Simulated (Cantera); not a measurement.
**Pyrogenic steam for wet oxidation**

An isothermal, constant-pressure homogeneous reactor starts with 52.8 % H2, 31.1 % O2, 16.1 % N2, at 1200 K and 0.464 atm.

Model: the H2/O2 subset of GRI-Mech 3.0, which has no nitrogen chemistry, integrated in Cantera. The temperature is held fixed by assumption; the heat of reaction is taken as removed at once.

```
t (s)         x H2    x O2   x H2O2     x HO2       x H     x H2O
--------  --------  ------  -------  --------  --------  --------
3.00e-5      0.527   0.310  2.12e-7   3.67e-5  0.000541  0.000686
0.000108    0.0233  0.0734  2.17e-5  0.000112   0.00805     0.674
0.000387   0.00264  0.0643  6.34e-6   5.17e-5  0.000113     0.713
0.00139   0.000415  0.0634  1.18e-6   1.36e-5   4.86e-6     0.717
0.00500    4.13e-5  0.0633  2.24e-7   1.64e-6   2.09e-7     0.717
0.0180     1.59e-6  0.0633  5.94e-8   1.11e-7   6.03e-9     0.717
0.0646     2.13e-7  0.0633  1.70e-8   2.52e-8  6.12e-10     0.717
0.232      7.44e-8  0.0633  5.54e-9   1.30e-8  1.27e-10     0.717
0.835      5.38e-8  0.0633  3.08e-9   1.21e-8  6.89e-11     0.717
3.00       5.32e-8  0.0633  2.96e-9   1.21e-8  6.68e-11     0.717
```
x: mole fraction; the columns are a selection and need not sum to one.

Equilibrium at this temperature and pressure: H2 5.32e-8, O2 0.0633, H2O2 2.96e-9, HO2 1.21e-8, H 6.68e-11, H2O 0.717 (gas phase only).
